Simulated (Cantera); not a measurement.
An isothermal, constant-pressure homogeneous reactor starts with H₂ : O₂ : N₂ = 0.7 : 1 : 0.87 (molar parts), at 925 K and 0.799 atm. Integrator tolerance rtol = 1e-08.

Detailed kinetics in Cantera: the H2/O2 subset of GRI-Mech 3.0, which has no nitrogen chemistry. Below about 950 K walls govern HO2 and H2O2 in real vessels. The temperature is held fixed by assumption; the heat of reaction is taken as removed at once.

```
quantity                                            before                                      after
----------------  ----------------------------------------  -----------------------------------------
x(H₂) at 1.00 s    0.0607 (gas-phase equilibrium 5.09e-12)    2.16e-8 (gas-phase equilibrium 2.16e-8)
x(O₂) at 1.00 s        0.314 (gas-phase equilibrium 0.293)        0.293 (gas-phase equilibrium 0.293)
x(H₂O) at 1.00 s       0.244 (gas-phase equilibrium 0.315)        0.315 (gas-phase equilibrium 0.315)
x(HO₂) at 1.00 s  6.48e-5 (gas-phase equilibrium 5.50e-10)    4.84e-8 (gas-phase equilibrium 4.84e-8)
x(O) at 1.00 s    1.02e-7 (gas-phase equilibrium 8.11e-12)    4.03e-8 (gas-phase equilibrium 4.03e-8)
x(H) at 1.00 s      1.33e-7 (gas-phase equilibrium <1e-12)  7.68e-11 (gas-phase equilibrium 7.68e-11)
```

Problem. Which change was made?
A. temperature 925 to 873 K
B. H2 0.7 to 6.6 parts
C. temperature 925 to 1248 K
D. H2 0.7 to 0.21 parts

Solution. C, temperature 925 to 1248 K
